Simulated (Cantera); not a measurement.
Adiabatic ignition

An adiabatic, constant-volume homogeneous reactor starts with 2.02 % C3H8, 20.6 % O2, 77.4 % N2, equivalence ratio 0.49, at 1425 K and 63000 Pa.

Model: GRI-Mech 3.0 (53 species, 325 reactions), integrated in Cantera. GRI-Mech 3.0 was tuned for natural gas; its chemistry of propane as a main component is partial and can be far from experiment.

```json
[
 {"t (s)": "4.00e-6", "T (K)": "1424", "P (bar)": "0.630", "x C3H8": "0.0201", "x O2": "0.206", "x H2": "8.26e-6", "x CH4": "2.87e-7", "x HO2": "1.26e-5", "x CH2O": "4.55e-7"},
 {"t (s)": "1.37e-5", "T (K)": "1423", "P (bar)": "0.629", "x C3H8": "0.0199", "x O2": "0.205", "x H2": "5.54e-5", "x CH4": "4.67e-6", "x HO2": "5.39e-5", "x CH2O": "1.71e-5"},
 {"t (s)": "4.70e-5", "T (K)": "1420", "P (bar)": "0.629", "x C3H8": "0.0185", "x O2": "0.205", "x H2": "0.000385", "x CH4": "7.23e-5", "x HO2": "5.98e-5", "x CH2O": "0.000329"},
 {"t (s)": "0.000161", "T (K)": "1480", "P (bar)": "0.666", "x C3H8": "0.00753", "x O2": "0.192", "x H2": "0.00506", "x CH4": "0.00101", "x HO2": "0.000435", "x CH2O": "0.00279"},
 {"t (s)": "0.000553", "T (K)": "2523", "P (bar)": "1.15", "x C3H8": "<1e-12", "x O2": "0.100", "x H2": "0.00204", "x CH4": "<1e-12", "x HO2": "7.14e-6", "x CH2O": "7.10e-12"},
 {"t (s)": "0.00190", "T (K)": "2559", "P (bar)": "1.17", "x C3H8": "<1e-12", "x O2": "0.0992", "x H2": "0.00163", "x CH4": "<1e-12", "x HO2": "8.22e-6", "x CH2O": "5.76e-12"},
 {"t (s)": "0.00651", "T (K)": "2548", "P (bar)": "1.16", "x C3H8": "<1e-12", "x O2": "0.0963", "x H2": "0.00159", "x CH4": "<1e-12", "x HO2": "7.85e-6", "x CH2O": "5.41e-12"},
 {"t (s)": "0.0223", "T (K)": "2538", "P (bar)": "1.16", "x C3H8": "<1e-12", "x O2": "0.0935", "x H2": "0.00155", "x CH4": "<1e-12", "x HO2": "7.49e-6", "x CH2O": "5.09e-12"},
 {"t (s)": "0.0765", "T (K)": "2537", "P (bar)": "1.16", "x C3H8": "<1e-12", "x O2": "0.0931", "x H2": "0.00154", "x CH4": "<1e-12", "x HO2": "7.45e-6", "x CH2O": "5.06e-12"},
 {"t (s)": "0.262", "T (K)": "2537", "P (bar)": "1.16", "x C3H8": "<1e-12", "x O2": "0.0931", "x H2": "0.00154", "x CH4": "<1e-12", "x HO2": "7.45e-6", "x CH2O": "5.06e-12"},
 {"t (s)": "0.900", "T (K)": "2537", "P (bar)": "1.16", "x C3H8": "<1e-12", "x O2": "0.0931", "x H2": "0.00154", "x CH4": "<1e-12", "x HO2": "7.45e-6", "x CH2O": "5.06e-12"}
]
```
x: mole fraction; the columns are a selection and need not sum to one.

```json
{
 "time_of_steepest_temperature_rise": "0.192 ms",
 "temperature at 0.900 s": "2537 K",
 "equilibrium_temperature": "2537 K",
 "x(C3H8) at 0.900 s": "<1e-12 (gas-phase equilibrium <1e-12)",
 "x(O2) at 0.900 s": "0.0931 (gas-phase equilibrium 0.0931)",
 "x(H2) at 0.900 s": "0.00154 (gas-phase equilibrium 0.00154)"
}
```
